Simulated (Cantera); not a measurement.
## Transport properties of process gases

Gas mixture: 26.0 % O2, 43.1 % CO2, 30.9 % N2O, at 0.000780 bar, frozen composition.

Cantera's kinetic-theory transport with the Lennard-Jones parameters of GRI-Mech 3.0, ideal gas; thermal conductivity in the mixture-averaged form. The composition is frozen, though it would react at the higher temperatures.

```tsv
T (K)	ρ (kg/m³)	cp (J/kg/K)	μ (µPa s)	λ (mW/m/K)	Pr	D (cm²/s) H2O	D (cm²/s) CH4	D (cm²/s) C2H2
400	0.000959	949.4	20.8	27.4	0.723	404	403	293
600	0.000639	1070	29.0	42.7	0.726	884	828	611
800	0.000480	1153	36.0	56.9	0.729	1510	1360	1010
1000	0.000384	1212	42.2	69.9	0.731	2260	1990	1490
1200	0.000320	1251	47.8	82.0	0.729	3110	2710	2030
1400	0.000274	1281	53.1	93.3	0.729	4080	3510	2630
1600	0.000240	1305	58.0	104	0.729	5130	4390	3290
1800	0.000213	1324	62.7	114	0.728	6280	5340	4010
2000	0.000192	1340	67.2	124	0.728	7510	6360	4780
```
D: mixture-averaged diffusion coefficient of that species in the mixture.
